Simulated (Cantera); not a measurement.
Transport properties of process gases

Gas mixture: 100 % CH₄, at 0.000128 atm, frozen composition.

Cantera's kinetic-theory transport with the Lennard-Jones parameters of GRI-Mech 3.0, ideal gas; thermal conductivity in the mixture-averaged form. The composition is frozen, though it would react at the higher temperatures.

```
T (K)  ρ (kg/m³)  cp (J/kg/K)  μ (µPa s)  λ (mW/m/K)     Pr  D (cm²/s) H₂O  D (cm²/s) C₂H₂  D (cm²/s) O
-----  ---------  -----------  ---------  ----------  -----  -------------  --------------  -----------
400      6.27e-5         2526       14.4        50.7  0.720           3110            2340         4330
550      4.56e-5         3093       18.3        78.5  0.722           5710            4130         7480
700      3.58e-5         3656       21.7         109  0.726           8920            6280        11200
850      2.95e-5         4143       24.8         141  0.726          12700            8760        15600
1000     2.51e-5         4589       27.7         174  0.731          16900           11600        20500
1150     2.18e-5         4962       30.3         206  0.732          21600           14600        25800
1300     1.93e-5         5281       32.9         237  0.732          26800           18000        31700
1450     1.73e-5         5554       35.3         268  0.732          32300           21600        38000
```
D: mixture-averaged diffusion coefficient of that species in the mixture.
